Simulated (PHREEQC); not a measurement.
Dissolve 0.002 mol/kgw NH4HF2, 6e-05 mol/kgw H2SiF6 and 6.8e-06 mol/kgw H2SO4 at 25 °C. Closed to the air; pH follows from the charge balance.

The numbers come from PHREEQC with the ion-association model, wateq4f.dat.

This is a speciation only: nothing precipitates in the calculation.

Question: Order these F species by the share of F that they hold, largest first: H2F2, HF2-, HF, SiF6-2, F-.

Answer: F- (54 %), HF (37 %), SiF6-2 (7.7 %), HF2- (0.67 %), H2F2 (0.31 %)

The pH is 3.32 and the ionic strength 0.00257 mol/kgw. Complexes and solids missing from the database can't appear. SiF6-2 is the database's only silicon fluoride.
